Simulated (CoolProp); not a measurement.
Vapour-liquid equilibrium of n-hexane (1) + ethylbenzene (2) at 67.65 °C; x and y are mole fractions of (1).

Values from CoolProp's multi-fluid Helmholtz-energy mixture model, Thol 2019 and Zhou 2012; pair parameters Bell 2016.

Question: Give the bubble pressure and the first vapour's composition at x = 0.2, 0.725, 0.875. Is there an azeotrope?

Answer: x = 0.2: 0.3291 bar, y = 0.742; x = 0.725: 0.7596 bar, y = 0.952; x = 0.875: 0.8761 bar, y = 0.979. No azeotrope shows between x = 0.05 and 0.95.

The pair parameters rest on a limited set of measurements; away from them the model extrapolates.
